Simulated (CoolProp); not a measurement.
Vapour-liquid equilibrium of R134a (1) + R141b (2) at 37.45 °C; x and y are mole fractions of (1).

The numbers come from the multi-fluid Helmholtz-energy mixture model, Tillner-Roth 1994 and Lemmon 2006; pair parameters Bell 2016 in CoolProp.

```csv
x,bubble pressure (kPa),y at the bubble point,dew pressure at overall composition x (kPa),liquid density (mol/L)
0.05,182.1,0.349,128.1,10.40
0.2,347.7,0.692,[?],10.57
0.35,487.4,0.806,[?],10.72
0.5,603.6,0.865,230.9,[?]
0.65,704.9,0.906,313.2,[?]
0.8,[?],0.943,[?],11.14
0.95,[?],[?],822.2,11.29
```

### Question
Some entries are withheld; supply them.

### Answer

- 0.2, dew pressure at overall composition x (kPa): 150.6
- 0.35, dew pressure at overall composition x (kPa): 182.4
- 0.5, liquid density (mol/L): 10.87
- 0.65, liquid density (mol/L): 11.01
- 0.8, bubble pressure (kPa): 802.9
- 0.8, dew pressure at overall composition x (kPa): 478.1
- 0.95, bubble pressure (kPa): 909.5
- 0.95, y at the bubble point: 0.984

No azeotrope shows between x = 0.05 and 0.95.

Pair parameters are fitted to limited data, so mixtures are less certain than the pure fluids.
